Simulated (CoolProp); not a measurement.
Vapour pressure (MPa) of m-xylene: the reference equation beside estimates from Tc = 616.9 K, pc = 3.535 MPa, ω = 0.326. Clausius-Clapeyron is anchored at 511.1 K with a constant enthalpy of vaporisation of 28.24 kJ/mol.

Values from CoolProp's reference Helmholtz-energy equation of state, Zhou 2012.

```csv
T (K),reference,Lee-Kesler,Clausius-Clapeyron,van der Waals,Redlich-Kwong
483,0.4943,0.4992,0.5511,1.226,0.7444
497.1,0.6385,0.6449,0.6727,1.401,0.9150
511.1,0.8112,0.8189,0.8112,1.590,1.109
525.2,1.019,1.027,0.9696,1.796,1.332
539.2,1.262,1.271,1.147,2.016,1.581
553.2,1.547,1.555,1.345,2.252,1.859
567.3,1.881,1.888,1.567,2.506,2.170
581.3,2.265,2.271,1.810,2.775,2.512
595.4,2.713,2.718,2.078,3.063,2.890
```

Absolute difference from the reference over all 9 rows, mean and median: Lee-Kesler 0.6 and 0.7 %, Clausius-Clapeyron 11.6 and 11.5 %, van der Waals 68.2 and 59.7 %, Redlich-Kwong 26.6 and 25.3 %.
